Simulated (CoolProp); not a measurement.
Computed with CoolProp (reference Helmholtz-energy equation of state, Schmidt 1985). Above 300 K oxygen's equation is extrapolated.

Task: For oxygen, give the phase and the density (kg/m³), speed of sound (m/s), conductivity (mW/(m K)) at 86 K and 5070 kPa.

Result: 
- 86 K and 5070 kPa: liquid; density 1170, speed of sound 960, conductivity 160

Thermal conductivity comes from a separate model (Lemmon 2004).
